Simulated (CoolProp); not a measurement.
Vapour-liquid equilibrium of propylene (1) + benzene (2) at 65.45 °C; x and y are mole fractions of (1).

The numbers come from the multi-fluid Helmholtz-energy mixture model, Lemmon 2013 and Thol 2012; pair parameters Bell 2016 in CoolProp.

Give the bubble pressure and the first vapour's composition at x = 0.05, 0.5, 0.8. Is there an azeotrope?

x = 0.05: 0.2412 MPa, y = 0.737; x = 0.5: 1.489 MPa, y = 0.961; x = 0.8: 2.170 MPa, y = 0.981. No azeotrope shows between x = 0.05 and 0.95.

Pair parameters are fitted to limited data, so mixtures are less certain than the pure fluids. The gap from Raoult's law changes sign with composition, which may be real or a fault of the pair parameters; it wasn't checked against measurements.
